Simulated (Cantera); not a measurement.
Input: 1 mol Cu, 0.78 mol F₂, 36 mol H₂, held at 977 °C and 13.3 mbar.

Cantera equilibrium calculation (NASA polynomials, part measured and part estimated; ideal gas, pure solids and liquids). Candidate condensed phases: Cu, CuF₂; 15 gas species. The numbers say what is thermodynamically allowed, not how fast it happens.

Q: What is the equilibrium state?

A: 
```json
{
 "x(H₂)": "0.958",
 "x(HF)": "0.0424",
 "x(H)": "4.10e-6",
 "x(Cu)": "3.48e-6",
 "n(Cu(s))": "1.000 mol",
 "gas_amount": "36.78 mol",
 "log10 activity of CuF₂(l) (absent)": "-12.80"
}
```
